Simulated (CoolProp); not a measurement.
The fluid at 465.56 K and 0.251 MPa is throttled through a valve to 0.124 MPa with no heat exchange. The same conditions are run with several fluids, on thermodynamics alone (safety and materials aside).

Model: reference Helmholtz-energy equation of state of each fluid (n-butane: Bücker 2006; normal hydrogen: Leachman 2009; hexamethyldisiloxane (MM): Thol 2016; R404A: Lemmon 2003), in CoolProp. Blends and air are pseudo-pure fits.

Q: Rank n-butane, normal hydrogen, hexamethyldisiloxane (MM), R404A by temperature change (K), highest first.

A: normal hydrogen (+0.1), R404A (-0.6), n-butane (-0.8), hexamethyldisiloxane (MM) (-1.6)

```tsv
fluid	final density (kg/m³)
n-butane	1.88
normal hydrogen	0.0645
hexamethyldisiloxane (MM)	5.41
R404A	3.14
```
